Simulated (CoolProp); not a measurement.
R22 at 298.15 K and 0.22 MPa flows at 1.5 m/s in a round tube of 100 mm bore and 0.25 µm roughness, fully developed (64/Re and Nu = 3.66 if laminar; Colebrook and Gnielinski if turbulent). Each further row changes one setting.

Computed with CoolProp (reference Helmholtz-energy equation of state, Kamei 1995).

```json
[
 {"case": "as stated", "Reynolds number": "?", "Darcy friction factor": "?", "pressure drop (Pa/m)": "?", "heat-transfer coefficient (W/(m² K))": "20.1", "mass flow (kg/h)": "336"},
 {"case": "velocity 3 m/s", "Reynolds number": "173000", "Darcy friction factor": "0.0161", "pressure drop (Pa/m)": "?", "heat-transfer coefficient (W/(m² K))": "34.9", "mass flow (kg/h)": "?"},
 {"case": "diameter 200 mm", "Reynolds number": "173000", "Darcy friction factor": "0.0161", "pressure drop (Pa/m)": "0.719", "heat-transfer coefficient (W/(m² K))": "?", "mass flow (kg/h)": "?"}
]
```

**Question.** Some entries are withheld; supply them.

**Answer.** 
- as stated, Reynolds number: 86300
- as stated, Darcy friction factor: 0.0186
- as stated, pressure drop (Pa/m): 1.66
- velocity 3 m/s, pressure drop (Pa/m): 5.75
- velocity 3 m/s, mass flow (kg/h): 673
- diameter 200 mm, heat-transfer coefficient (W/(m² K)): 17.4
- diameter 200 mm, mass flow (kg/h): 1350

Viscosity comes from a separate model (Bell 2016), an estimate that may be off by 10 % or more. Thermal conductivity comes from a separate model (McLinden 2000), an estimate that may be off by 10 % or more.
